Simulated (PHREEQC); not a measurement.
Dissolve 14 mmol/kgw LiOH and 0.057 mmol/kgw Na2SiO3 at 20 °C. Closed to the air; pH follows from the charge balance.

Model: ion-association model, wateq4f.dat, run in PHREEQC.

Precipitation was switched off in this run.

### Question
What pH does the model give?

### Answer
pH 12.26.

### Question
In which forms is Si present?

### Answer
H3SiO4- 89 %, H2SiO4-2 11 % of the Si.
